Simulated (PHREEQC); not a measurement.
Metal-bearing waste water

A solution holds 0.0019 mol/kgw MnSO4, 8.4e-05 mol/kgw CaCl2, 0.0028 mol/kgw NaF and 3.2e-05 mol/kgw NaCl, at 20 °C. Closed to the air; pH follows from the charge balance.

The numbers come from PHREEQC with the ion-association model, phreeqc.dat.

This is a speciation only: nothing precipitates in the calculation.

Problem. What pH, specific conductance does the model give?

Solution. pH 7.10; specific conductance 603 µS/cm.

Problem. In which forms is Ca present?

Solution. Ca+2 89 %, CaSO4 11 % of the Ca.

Saturation is exceeded, for instance for Fluorite; the values hold only as long as no solid forms.
